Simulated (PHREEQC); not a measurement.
A solution holds 0.77 mol H2SO4, 0.00061 mol LiCl and 0.00025 mol MnSO4 per kg of water, at 25 °C. Closed to the air; pH follows from the charge balance.

All values are PHREEQC results (ion-association model, wateq4f.dat), not measurements.

```tsv
quantity	before	after
pH	0.21	0.20
ionic strength (mol/kgw)	0.865	0.892
HSO4- (mol/kgw)	0.723	0.710
SO4-2 (mol/kgw)	0.0469	0.0604
```

Q: What was changed between the two runs?
A. temperature from 25 to 10 °C
B. MnSO4 from 0.00025 to 0.000125 mol/kgw
C. MnSO4 replaced by NiSO4 at the same molality
D. diluted 100-fold with water
E. LiCl left out

A: A, temperature from 25 to 10 °C

This is a speciation only: nothing precipitates in the calculation. The ionic strength passes 0.7 mol/kgw, the rough limit of the ion-association models, in every such run. At this temperature some constants are extrapolated from 25 °C, and those without enthalpy data are left unchanged.
